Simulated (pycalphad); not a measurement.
All values are pycalphad results on the COST 507 light-alloy database (1999) (1 atm), not direct measurements. No gas phase is included, though pure Mg would boil below 1650 K. The data set is of 1999 and partly superseded. Kinetics are ignored, which matters at the lower temperatures.

Molar enthalpy of Al-0.4388Mg-16.02Si (wt.%) in equilibrium (SER reference):

```
T (K)  H (kJ/mol)                      phases
-----  ----------  --------------------------
1650        55.05                      liquid
1550        51.94                      liquid
1450        48.83                      liquid
1350        45.72                      liquid
1250        42.61                      liquid
1150        39.51                      liquid
1050        36.42                      liquid
1000        34.87                      liquid
950         33.32                      liquid
850         28.77       liquid + diamond (Si)
800         13.94  fcc + diamond (Si) + MG2SI
750         12.23  fcc + diamond (Si) + MG2SI
650          9.12  fcc + diamond (Si) + MG2SI
550          6.27  fcc + diamond (Si) + MG2SI
450          3.61  fcc + diamond (Si) + MG2SI
350          1.09  fcc + diamond (Si) + MG2SI
```

Cooling from 950 K to 800 K, across the freezing range, releases 19.4 kJ/mol, or 714 J/g. The slope is 31 J/(mol K) in the liquid and 34 J/(mol K) just below the solidus, where it includes any heat of precipitation. Liquidus 902 K, solidus 835 K. Changes were sought between steps of 50 K, so a narrower field can be missed.

Database names, with the compositions (at.%) that they take in these runs: MG2SI: Mg 67 Si 33.
